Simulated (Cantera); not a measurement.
Standard-state values (1 bar) from the NASA 1993 polynomials, evaluated with Cantera. Values are per mole of reaction as written; species without (g) are pure solids or liquids, kept so even where they would boil at 1 bar.

**Question.** Between 473 and 573 K, where is each reaction favourable under standard conditions?
- 3 AlCl(g) + 3 F₂(g) → AlCl₃ + 2 AlF₃(g)

**Answer.** 
- 3 AlCl(g) + 3 F₂(g) → AlCl₃ + 2 AlF₃(g): ΔG° is -2674 kJ at 473 K and -2620 kJ at 573 K; it stays negative (K > 1). ΔH° is -2924 kJ and ΔS° -529 J/K at 573 K.
